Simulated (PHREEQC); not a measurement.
A solution holds 0.079 mol/kgw HF, 0.00021 mol/kgw (CH3)4NF and 0.002 mol/kgw H2SiF6, at 40 °C. Closed to the air; pH follows from the charge balance.

The numbers come from PHREEQC with the ion-association model, phreeqc.dat.

| quantity | before | after |
|---|---|---|
| pH | 2.05 | 2.16 |
| ionic strength (mol/kgw) | 0.0120 | 0.00793 |
| HF (mol/kgw) | 0.0718 | 0.0702 |
| F- (mol/kgw) | 0.00461 | 0.00566 |
| HF2- (mol/kgw) | 0.00139 | 0.00167 |

### Question
Name the change that produced these shifts.
A. H2SiF6 from 0.002 to 0.0002 mol/kgw
B. (CH3)4NF from 0.00021 to 0.00042 mol/kgw
C. H2SiF6 replaced by Cu(BF4)2 at the same molality
D. HF left out
E. (CH3)4NF left out

### Answer
A, H2SiF6 from 0.002 to 0.0002 mol/kgw

Precipitation was switched off in this run. (CH3)4N+ isn't in the database: it is added as a free cation with an ion size of 4 Å. Constants without temperature data keep their 25 °C values here. SiF6-2 is the database's only silicon fluoride.
